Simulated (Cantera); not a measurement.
An isothermal, constant-pressure homogeneous reactor starts with 0.110 % CO, 0.199 % O2, 0.0379 % H2O, 99.7 % N2, at 1175 K and 3.40 bar.

Computed with Cantera and GRI-Mech 3.0 (53 species, 325 reactions).

One state of this run: x CO = 6.39e-5; x O2 = 0.00148; x H2O = 0.000378; x HO2 = 1.84e-7; x O = 3.70e-7; x NO = 7.16e-8. x: mole fraction; the columns are a selection and need not sum to one.

Question: Which value of t (s) does it belong to?
A. 0.562
B. 0.160
C. 1.97
D. 0.00370

Answer: A, 0.562
